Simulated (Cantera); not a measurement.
A closed system holds: 1 mol Fe, 3.2 mol NH3, 270 mol N2, 0.0034 mol CO2, held at 6.75 Torr.

Cantera equilibrium calculation (NASA polynomials, part measured and part estimated; ideal gas, pure solids and liquids). Candidate condensed phases: C, C6H6, C7H8, C8H18, Fe, Fe(CO)5, FeO, Fe(OH)2, Fe(OH)3, Fe2O3, Fe3O4, H2O; 140 gas species. Kinetics and transport are ignored.

log p: log10 of the partial pressure in bar; n: condensed amount in mol.

```
T (K)  log p N2  log p H2  log p Fe  log p H  n Fe(α)  n Fe(γ)
-----  --------  --------  --------  -------  -------  -------
875       -2.05     -3.81      <-14      ___     1.00        0
950       -2.05     -3.81      <-14      ___     1.00        0
1025      -2.05     -3.81    -13.31      ___     1.00        0
1100      -2.05     -3.81    -11.90      ___     1.00        0
1175      -2.05     -3.81    -10.68      ___    1.000        0
1250      -2.05     -3.81     -9.61      ___        0    1.000
1325      -2.05     -3.81     -8.66      ___        0    1.000
1400      -2.05     -3.81     -7.81      ___        0    1.000
1475      -2.05     -3.81     -7.06      ___        0    0.997
1550      -2.05     -3.81     -6.38      ___        0    0.987
1625      -2.05     -3.81     -5.76      ___        0    0.947
```

Question: Some entries are withheld; supply them.

Answer: 
- 875, log p H: -12.20
- 950, log p H: -11.16
- 1025, log p H: -10.26
- 1100, log p H: -9.49
- 1175, log p H: -8.81
- 1250, log p H: -8.22
- 1325, log p H: -7.69
- 1400, log p H: -7.22
- 1475, log p H: -6.79
- 1550, log p H: -6.41
- 1625, log p H: -6.06
